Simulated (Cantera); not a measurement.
Standard-state values (1 bar) from the NASA 1993 polynomials, evaluated with Cantera. Values are per mole of reaction as written; species without (g) are pure solids or liquids, kept so even where they would boil at 1 bar.

Between 300 and 1425 K, where is each reaction favourable under standard conditions?
- 3 H2O(g) + FeCl2(g) ⇌ 2 HCl(g) + Fe(OH)3 + H(g)


- 3 H2O(g) + FeCl2(g) ⇌ 2 HCl(g) + Fe(OH)3 + H(g): ΔG° is 149 kJ at 300 K and 407 kJ at 1425 K; it stays positive (K < 1). ΔH° is 128 kJ and ΔS° -196 J/K at 1425 K.
